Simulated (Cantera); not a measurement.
Input: 1 mol ZrO₂, 53 mol H₂, equilibrated at 1573.15 K and 133 Pa.

Method: chemical equilibrium by Gibbs-energy minimisation in Cantera with the NASA 1993 tables (ideal gas, pure condensed phases). Candidate condensed phases: H₂O, Zr, ZrO₂; 12 gas species. The numbers say what is thermodynamically allowed, not how fast it happens.

Base state: H₂ 0.999, H 0.00111 (mole fractions); condensed: ZrO₂(tetragonal).

What changes in the equilibrium state with this change: temperature from 1573.15 K to 2000 K?


| species | before | after |
|---|---|---|
| H₂ | 0.999 | 0.956 |
| H | 0.00111 | 0.0436 |
| ZrO₂(tetragonal), mol | 1.00 | 1.000 |

What changes in the equilibrium state with this change: pressure from 133 Pa to 610000 Pa?


```json
[
 {"species": "H₂", "before": "0.999", "after": "1.000"},
 {"species": "H", "before": "0.00111", "after": "1.65e-5"},
 {"species": "ZrO₂(tetragonal), mol", "before": "1.00", "after": "1.00"}
]
```
